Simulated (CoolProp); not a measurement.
Vapour-liquid equilibrium of carbon dioxide (1) + C2F6 (R116) (2) at 1250 kPa; x and y are mole fractions of (1).

Values from CoolProp's multi-fluid Helmholtz-energy mixture model, Span 1996 and Lemmon 2006; pair parameters Bell 2016.

```json
[
 {"x": "0.05", "bubble temperature, mixture model (°C)": "-17.6", "bubble temperature, Raoult's law (°C)": "-15.5", "y, mixture model": "0.117", "y, Raoult's law": "0.090"},
 {"x": "0.2", "bubble temperature, mixture model (°C)": "-26.9", "bubble temperature, Raoult's law (°C)": "-19.5", "y, mixture model": "0.398", "y, Raoult's law": "0.320"},
 {"x": "0.35", "bubble temperature, mixture model (°C)": "-32.7", "bubble temperature, Raoult's law (°C)": "-23.0", "y, mixture model": "0.565", "y, Raoult's law": "0.503"},
 {"x": "0.5", "bubble temperature, mixture model (°C)": "-35.7", "bubble temperature, Raoult's law (°C)": "-26.0", "y, mixture model": "0.658", "y, Raoult's law": "0.652"},
 {"x": "0.65", "bubble temperature, mixture model (°C)": "-36.9", "bubble temperature, Raoult's law (°C)": "-28.6", "y, mixture model": "0.719", "y, Raoult's law": "0.777"},
 {"x": "0.8", "bubble temperature, mixture model (°C)": "-37.1", "bubble temperature, Raoult's law (°C)": "-31.0", "y, mixture model": "0.781", "y, Raoult's law": "0.882"},
 {"x": "0.95", "bubble temperature, mixture model (°C)": "-35.6", "bubble temperature, Raoult's law (°C)": "-33.2", "y, mixture model": "0.909", "y, Raoult's law": "0.973"}
]
```

The largest gap from Raoult's law is -9.7 K in bubble temperature, at x = 0.5. y crosses x between x = 0.65 and 0.8: the model has an azeotrope there.

The pair parameters rest on a limited set of measurements; away from them the model extrapolates.
